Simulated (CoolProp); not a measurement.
Properties of decamethylcyclopentasiloxane (D5) at several states.

The numbers come from the reference Helmholtz-energy equation of state, Thol 2019 in CoolProp.

| T (K) | p (MPa) | phase | density (kg/m³) | cv (kJ/(kg K)) | isothermal compressibility (1/MPa) | fugacity coefficient |
|---|---|---|---|---|---|---|
| 542.9 | 0.0219 | gas | 1.821 | 1.800 | 46.22 | 0.9882 |
| 467.5 | 0.15 | liquid | ___ | 1.732 | 0.007162 | ___ |
| 524.7 | 0.434 | liquid | 686.7 | 1.833 | 0.01665 | 0.4812 |
| 505.8 | 1.08 | liquid | 720.7 | 1.799 | ___ | 0.1501 |
| 285.9 | 0.118 | liquid | 966.9 | 1.425 | 0.001322 | ___ |
| 251.1 | 3.34 | liquid | 1008 | 1.391 | 0.0009815 | ___ |

Task: Complete the blanks.

Result: 
- 467.5, density (kg/m³): 765.1
- 467.5, fugacity coefficient: 0.4257
- 505.8, isothermal compressibility (1/MPa): 0.01089
- 285.9, fugacity coefficient: 5.359e-5
- 251.1, fugacity coefficient: 5.842e-8
